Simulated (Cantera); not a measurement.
An adiabatic, constant-pressure homogeneous reactor starts with 11.6 % CH4, 0.791 % CO, 16.9 % O2, 63.5 % N2, 7.21 % H2O, equivalence ratio 1.4, at 1000 K and 0.336 atm.

Computed with Cantera and GRI-Mech 3.0 (53 species, 325 reactions).

Q: Predict: time of steepest temperature rise; temperature at 9.00 s; equilibrium temperature; x(CO) at 9.00 s; x(O2) at 9.00 s; x(H2) at 9.00 s; x(HCO) at 9.00 s.

A: 
| Item | Value |
|---|---|
| time of steepest temperature rise | 5.02 s |
| temperature at 9.00 s | 2351 K |
| equilibrium temperature | 2351 K |
| x(CO) at 9.00 s | 0.0697 (gas-phase equilibrium 0.0697) |
| x(O2) at 9.00 s | 0.000335 (gas-phase equilibrium 0.000335) |
| x(H2) at 9.00 s | 0.0580 (gas-phase equilibrium 0.0580) |
| x(HCO) at 9.00 s | 2.22e-8 (gas-phase equilibrium 2.22e-8) |
